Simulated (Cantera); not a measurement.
A Cantera script and what it prints.

```python
import numpy as np
import cantera as ct

gas_names = """
    CL CL2 H HCL H2 N NH NH2 NH3 N2 N2H2 N2H4 Si SiCL SiCL2 SiCL3 SiCL4 SiH SiHCL3 SiH2 SiH2CL2 SiH3
    SiH3CL SiH4 SiN Si2 Si2N Si3
""".split()
cond_names = """
    NH4CL(a) NH4CL(b) Si(cr) Si(L) Si3N4(a)
""".split()


def load(file, names, dense=False):
    # The tables refer to 1 bar. Condensed volumes are neglected.
    table = {s.name: s for s in ct.Species.list_from_file(file)}
    out = []
    for n in names:
        d = dict(table[n].input_data)
        d["thermo"] = dict(d["thermo"], **{"reference-pressure": 1e5})
        if dense:
            d["equation-of-state"] = {"model": "constant-volume", "density": "1e6 g/cm^3"}
        out.append(ct.Species.from_dict(d))
    return out


gas = ct.Solution(thermo="ideal-gas", species=load("nasa_gas.yaml", gas_names))
cond = {s.name: ct.Solution(thermo="fixed-stoichiometry", species=[s], name=s.name)
        for s in load("nasa_condensed.yaml", cond_names, dense=True)}
atoms = {
    'SiCl4': {'Si': 1, 'CL': 4},
    'NH3': {'N': 1, 'H': 3},
    'N2': {'N': 2},
}
top_T = {'Si3N4(a)': 2400}  # K; cautious upper limits of use, not melting points


def equilibrate(T, P, feed):
    n = {}
    for name, mol in feed.items():
        for a, k in atoms[name].items():
            n[a] = n.get(a, 0.0) + k * mol
    gas.TPX = T, P, n
    mass = sum(n.values()) * gas.mean_molecular_weight
    gas.equilibrate("TP")
    valid = [c for c in cond.values() if c.min_temp <= T <= top_T.get(c.name, c.max_temp)]
    mix = ct.Mixture([(gas, mass / gas.mean_molecular_weight)] + [(c, 0.0) for c in valid])
    mix.T, mix.P = T, P
    mix.equilibrate("TP", solver="vcs", rtol=1e-11, max_steps=5000)
    return mix


results = []
feed = {'SiCl4': 1, 'NH3': 0.12, 'N2': 4.6}  # mol
T = 898.15  # K
P = 930  # Pa
mix = equilibrate(T, P, feed)
results.append((T, P, feed, dict(zip(mix.species_names, mix.species_moles))))
x = sorted(zip(gas.X, gas.species_names), reverse=True)
print(f"T = {T:g} K  P = {P:g} Pa  gas = {mix.phase_moles(0):.4g} mol")
print("   x: " + "  ".join(f"{s} {v:.3e}" for v, s in x if v > 1e-05))
print("   condensed (mol): " + ("  ".join(f"{mix.phase(i).name} {mix.phase_moles(i):.4g}"
      for i in range(1, mix.n_phases) if mix.phase_moles(i) > 1e-12) or "none"))
```

Result:

```
T = 898.15 K  P = 930 Pa  gas = 5.867 mol
   x: N2 7.849e-01  SiCL4 1.564e-01  HCL 5.591e-02  H2 2.713e-03  SiHCL3 2.116e-05  SiCL3 1.701e-05
   condensed (mol): Si3N4(a) 0.02732
```

Method: chemical equilibrium by Gibbs-energy minimisation in Cantera with the NASA 1993 tables (ideal gas, pure condensed phases). The tables' values for SiCl3 are old estimates; treat these amounts as uncertain.
